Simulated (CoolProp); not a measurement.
A simple Rankine cycle with R1224YDZ: condensing at 326.15 K, boiler at 2.67 MPa, turbine inlet 456 K, turbine efficiency 0.9, pump efficiency 0.6, no recuperator. Each further row changes one setting.

Computed with CoolProp (reference Helmholtz-energy equation of state, Akasaka 2023).

| case | thermal efficiency (%) | net work (kJ/kg) | heat in (kJ/kg) | turbine exit temperature (K) | volume ratio over the turbine |
|---|---|---|---|---|---|
| as stated | 13.7 | 33.7 | 247 | 395.1 | 8.23 |
| condensing temperature 318.15 K | 14.8 | 38.1 | 256 | 389.5 | 10.4 |
| boiler pressure 1.87 MPa | 11.7 | 30.2 | 257 | 409.6 | 5.38 |
| turbine efficiency 0.8 | 12.0 | 29.6 | 247 | 399.4 | 8.34 |
